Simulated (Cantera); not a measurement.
A freely propagating, adiabatic, planar premixed flame of 20.6 % H₂, 15.0 % O₂, 64.4 % N₂, unburnt at 500 K and 6.51 atm; mixture-averaged transport, grid criteria slope 0.08 and curve 0.16, no radiation.

Model: the H2/O2 subset of GRI-Mech 3.0, which has no nitrogen chemistry, integrated in Cantera. The hydrogen kinetics of GRI-Mech 3.0 are dated; newer H2 mechanisms differ, most at raised pressure. Burning velocities carry a grid error of a few per cent, more on coarse grids. Lean hydrogen flames are cellular in practice and burn faster than this planar one.

Task: Predict: laminar burning velocity; thermal thickness; peak x(H₂O₂); peak x(H); peak x(O); peak x(HO₂).

Result: 
| Property | Result |
|---|---|
| laminar burning velocity | 123 cm/s |
| thermal thickness | 0.0546 mm |
| peak x(H₂O₂) | 0.000198 |
| peak x(H) | 0.00321 |
| peak x(O) | 0.00267 |
| peak x(HO₂) | 0.000774 |
